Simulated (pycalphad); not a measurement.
Source of the numbers: pycalphad with the COST 507 light-alloy database (1999); pressure 1 atm. The data set is of 1999 and partly superseded. Amounts are mole fractions of atoms.

Problem. Give the equilibrium state of Al-0.33Si-10.35C (at.%) at 700 K.

Solution. 
```
T = 700.00 K, P = 101325 Pa, N = 1 mol of atoms
G = -29563 J/mol, H = 2565 J/mol, S = 45.90 J/(mol K)  (SER reference)
chemical potentials (J/mol): Al -24872, Si -43841, C -69596
phase             fraction      x(Al)      x(Si)       x(C)
FCC_A1              0.7596     1.0000   3.81e-05   8.41e-14
AL4C3               0.1881     0.5714   1.37e-05     0.4286
AL8SIC7             0.0523     0.5000     0.0625     0.4375
```

Problem. Give the equilibrium state of Al-0.33Si-10.35C (at.%) at 1475 K.

Solution. 
```
T = 1475.00 K, P = 101325 Pa, N = 1 mol of atoms
G = -79671 J/mol, H = 34191 J/mol, S = 77.19 J/(mol K)  (SER reference)
chemical potentials (J/mol): Al -80821, Si -128379, C -68196
phase             fraction      x(Al)      x(Si)       x(C)
LIQUID              0.7587     0.9956     0.0043   8.61e-05
AL4C3               0.2413     0.5713   0.000168     0.4286
```

Database names, with the compositions (at.%) that they take in these runs: AL4C3: Al 57 C 43; AL8SIC7: Al 50 C 44 Si 6. FCC_A1 is fcc.
